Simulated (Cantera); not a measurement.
What does this Cantera script print?

```python
import numpy as np
import cantera as ct

gas_names = """
    CL CL2 H HCL H2 Li LiCL LiH Li2 Li2CL2 Li3CL3
""".split()
cond_names = """
    Li(cr) Li(L) LiCL(s) LiCL(L) LiH(s) LiH(L)
""".split()


# ... load() reads the species with a 1 bar reference pressure and builds the phases ...
atoms = {
    'LiCl': {'Li': 1, 'CL': 1},
    'HCl': {'H': 1, 'CL': 1},
    'H2': {'H': 2},
}
top_T = {}  # K; cautious upper limits of use, not melting points


# ... equilibrate(T, P, feed) seeds the gas with the atoms and calls Mixture.equilibrate('TP', solver="vcs", rtol=1e-11, max_steps=5000) ...
results = []
feed = {'LiCl': 1, 'HCl': 0.027, 'H2': 0.12}  # mol
T = 698  # K
P = 100000  # Pa
mix = equilibrate(T, P, feed)
results.append((T, P, feed, dict(zip(mix.species_names, mix.species_moles))))
x = sorted(zip(gas.X, gas.species_names), reverse=True)
print(f"T = {T:g} K  P = {P:g} Pa  gas = {mix.phase_moles(0):.4g} mol")
print("   x: " + "  ".join(f"{s} {v:.3e}" for v, s in x if v > 0.0001))
print("   condensed (mol): " + ("  ".join(f"{mix.phase(i).name} {mix.phase_moles(i):.4g}"
      for i in range(1, mix.n_phases) if mix.phase_moles(i) > 1e-12) or "none"))
```

Output:

```
T = 698 K  P = 100000 Pa  gas = 0.147 mol
   x: H2 8.163e-01  HCL 1.837e-01
   condensed (mol): LiCL(s) 1
```

These are equilibrium values from Cantera (NASA tables, ideal gas, pure condensed phases), not measurements of a reactor.
